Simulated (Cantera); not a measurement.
## Adiabatic ignition

An adiabatic, constant-pressure homogeneous reactor starts with 46.9 % H2, 11.2 % O2, 42.0 % N2, equivalence ratio 2.1, at 1400 K and 4.93 atm.

Detailed kinetics in Cantera: GRI-Mech 3.0 (53 species, 325 reactions). The hydrogen kinetics of GRI-Mech 3.0 are dated; newer H2 mechanisms differ, most at raised pressure.

| t (s) | T (K) | x H2 | x O2 | x NO | x N2O | x NO2 | x HO2 | x H2O |
|---|---|---|---|---|---|---|---|---|
| 5.00e-6 | 2071 | 0.215 | 0.00292 | 7.24e-6 | 2.77e-8 | 4.08e-10 | 7.77e-6 | 0.209 |
| 1.64e-5 | 2728 | 0.260 | 0.000234 | 5.16e-5 | 3.53e-8 | 1.69e-9 | 6.10e-7 | 0.237 |
| 5.41e-5 | 2818 | 0.266 | 9.47e-5 | 0.000104 | 4.50e-8 | 3.23e-9 | 2.17e-7 | 0.242 |
| 0.000178 | 2819 | 0.266 | 9.19e-5 | 0.000239 | 4.69e-8 | 7.41e-9 | 2.10e-7 | 0.242 |
| 0.000585 | 2818 | 0.266 | 9.06e-5 | 0.000504 | 5.41e-8 | 1.55e-8 | 2.07e-7 | 0.242 |
| 0.00192 | 2817 | 0.266 | 9.01e-5 | 0.000602 | 5.80e-8 | 1.85e-8 | 2.06e-7 | 0.242 |
| 0.00632 | 2817 | 0.266 | 9.01e-5 | 0.000602 | 5.80e-8 | 1.85e-8 | 2.06e-7 | 0.242 |
| 0.0208 | 2817 | 0.266 | 9.01e-5 | 0.000602 | 5.80e-8 | 1.85e-8 | 2.06e-7 | 0.242 |
| 0.0684 | 2817 | 0.266 | 9.01e-5 | 0.000602 | 5.80e-8 | 1.85e-8 | 2.06e-7 | 0.242 |
| 0.225 | 2817 | 0.266 | 9.01e-5 | 0.000602 | 5.80e-8 | 1.85e-8 | 2.06e-7 | 0.242 |
| 0.740 | 2817 | 0.266 | 9.01e-5 | 0.000602 | 5.80e-8 | 1.85e-8 | 2.06e-7 | 0.242 |
| 2.43 | 2817 | 0.266 | 9.01e-5 | 0.000602 | 5.80e-8 | 1.85e-8 | 2.06e-7 | 0.242 |
| 8.00 | 2817 | 0.266 | 9.01e-5 | 0.000602 | 5.80e-8 | 1.85e-8 | 2.06e-7 | 0.242 |
x: mole fraction; the columns are a selection and need not sum to one.

| Item | Value |
|---|---|
| time of steepest temperature rise | 4.49 µs |
| temperature at 8.00 s | 2817 K |
| equilibrium temperature | 2817 K |
| x(H2) at 8.00 s | 0.266 (gas-phase equilibrium 0.266) |
| x(O2) at 8.00 s | 9.01e-5 (gas-phase equilibrium 9.01e-5) |
| x(NO) at 8.00 s | 0.000602 (gas-phase equilibrium 0.000602) |
